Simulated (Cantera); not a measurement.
Charge: 1 mol SiHCl3, a varied amount of NH3, 9.4 mol N2, equilibrated at 927 °C and 9.60 Pa.

Equilibrium computed with Cantera from the NASA thermochemical tables; the gas is ideal and each condensed phase is pure. Candidate condensed phases: NH4Cl, Si, Si3N4; 28 gas species. Kinetics and transport are ignored.

**Question.** What share of the Si ends up in condensed phases as a function of n(NH3) (mol), at 0.52, 2.5, 4.5, 6.5, 8.5, 10, 12, 14?

**Answer.** 
| n(NH3) (mol) | Si condensed (%) | as |
|---|---|---|
| 0.52 | 64.8 | Si3N4(s) |
| 2.5 | 94.8 | Si3N4(s) |
| 4.5 | 97.4 | Si3N4(s) |
| 6.5 | 98.2 | Si3N4(s) |
| 8.5 | 98.6 | Si3N4(s) |
| 10 | 98.8 | Si3N4(s) |
| 12 | 99.0 | Si3N4(s) |
| 14 | 99.1 | Si3N4(s) |
